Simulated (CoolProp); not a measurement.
Vapour-liquid equilibrium of R113 (1) + acetone (2) at 385 kPa; x and y are mole fractions of (1).

Values from CoolProp's multi-fluid Helmholtz-energy mixture model, Marx 1992 and Lemmon 2006; pair parameters Bell 2016.

```json
[
 {"x": "0.05", "bubble temperature, mixture model (K)": "372.1", "bubble temperature, Raoult's law (K)": "374.1", "y, mixture model": "0.098", "y, Raoult's law": "0.058"},
 {"x": "0.2", "bubble temperature, mixture model (K)": "367.3", "bubble temperature, Raoult's law (K)": "373.1", "y, mixture model": "0.305", "y, Raoult's law": "0.227"},
 {"x": "0.35", "bubble temperature, mixture model (K)": "364.6", "bubble temperature, Raoult's law (K)": "372.1", "y, mixture model": "0.440", "y, Raoult's law": "0.388"},
 {"x": "0.5", "bubble temperature, mixture model (K)": "363.3", "bubble temperature, Raoult's law (K)": "371.1", "y, mixture model": "0.545", "y, Raoult's law": "0.541"},
 {"x": "0.65", "bubble temperature, mixture model (K)": "363.0", "bubble temperature, Raoult's law (K)": "370.2", "y, mixture model": "0.642", "y, Raoult's law": "0.687"},
 {"x": "0.8", "bubble temperature, mixture model (K)": "363.7", "bubble temperature, Raoult's law (K)": "369.2", "y, mixture model": "0.755", "y, Raoult's law": "0.826"},
 {"x": "0.95", "bubble temperature, mixture model (K)": "366.3", "bubble temperature, Raoult's law (K)": "368.2", "y, mixture model": "0.921", "y, Raoult's law": "0.958"}
]
```

The largest gap from Raoult's law is -7.8 K in bubble temperature, at x = 0.5. y crosses x between x = 0.5 and 0.65: the model has an azeotrope there.

The pair parameters rest on a limited set of measurements; away from them the model extrapolates.
